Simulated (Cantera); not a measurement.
Feed: 1 mol C2H4, 1.7 mol CO2, 31 mol N2, 0.11 mol O2, held at 2450 K and 18.0 bar.

These are equilibrium values from Cantera (NASA tables, ideal gas, pure condensed phases), not measurements of a reactor. Candidate condensed phases: C, C6H6, C7H8, C8H18, H2O; 136 gas species. Rates play no part.

Base state: N2 0.845, CO 0.0988, H2 0.0529, HCN 0.00196, H 0.00109, HNC 0.000217, H2O 1.74e-5, C2H2 (acetylene) 1.02e-5 (mole fractions); condensed: gas only.

Q: What changes in the equilibrium state with this change: CO2 from 1.7 to 0.11 mol?

A: 
```tsv
species	before	after
N2	0.845	0.919
H2	0.0529	0.0513
HCN	0.00196	0.0135
CO	0.0988	0.0132
H2O	1.74e-5	3.35e-7
C2N2	1.07e-6	5.25e-5
C2H2 (acetylene)	1.02e-5	0.000447
CN	2.18e-6	1.52e-5
C(graphite), mol	0	1.13
```
